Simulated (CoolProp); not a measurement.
Aqueous ammonia as a coolant, at 29 °C, 1 atm.

Values from CoolProp's Melinder's fits for secondary coolants.

```tsv
mass %	freezing point (°C)	viscosity (mPa s)	cp (kJ/(kg K))	density (kg/m³)	Prandtl number
1.5	-1.7	0.845	4.181	989.0	5.88
4.2	-5.0	0.876	4.186	977.5	6.30
6.9	-8.7	0.885	4.189	966.4	6.56
9.6	-12.9	0.896	4.192	955.8	6.83
12.3	-17.7	0.917	4.194	945.6	7.20
15	-23.3	0.947	4.196	935.7	7.66
17.8	-30.1	0.980	4.200	925.8	8.15
20.5	-38.1	1.00	4.205	916.5	8.55
23.2	-47.8	1.01	4.212	907.4	8.81
25.9	-59.8	1.00	4.220	898.6	8.95
28.6	-74.8	1.01	4.227	890.2	9.17
```
